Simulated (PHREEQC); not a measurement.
Brine: an equilibrium model

Dissolve 3.9 mol NaBr, 0.072 mol Na2SO4 and 0.083 mol NaCl per kg of water at 25 °C and 50 atm. Closed to the air; pH follows from the charge balance.

The numbers come from PHREEQC with the Pitzer model, pitzer.dat.

This is a speciation only: nothing precipitates in the calculation.

Q: Estimate the activity of water.

A: activity of water 0.839.

Species that the database lacks are ignored. Under pressure, the constants of complexes without a molar volume in the database are unreliable.
